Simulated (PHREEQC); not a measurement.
Make-up at 51 °C: 0.00052 mol CaSO4, 0.00019 mol CO2 and 3.3e-05 mol H4SiO4 per kg of water. Closed to the air; pH follows from the charge balance.

The numbers come from PHREEQC with the ion-association model, wateq4f.dat.

| quantity | before | after |
|---|---|---|
| ionic strength (mol/kgw) | 0.00194 | 0.00198 |
| CO2 (mol/kgw) | 0.000179 | 0.000182 |
| HCO3- (mol/kgw) | 1.04e-5 | 7.89e-6 |
| H3SiO4- (mol/kgw) | 1.18e-9 | 3.12e-10 |
| CO3-2 (mol/kgw) | 8.76e-11 | 3.44e-11 |
| SI of Quartz (SiO2) | -0.85 | -0.19 |

Q: What was changed between the two runs?
A. temperature from 51 to 5 °C
B. H4SiO4 replaced by K2SiO3 at the same molality
C. CO2 replaced by K2CO3 at the same molality
D. diluted 2-fold with water
E. CaSO4 left out

A: A, temperature from 51 to 5 °C

Precipitation was switched off in this run. Away from 25 °C the constants follow the database's enthalpies or fits; those with neither stay at their 25 °C values.
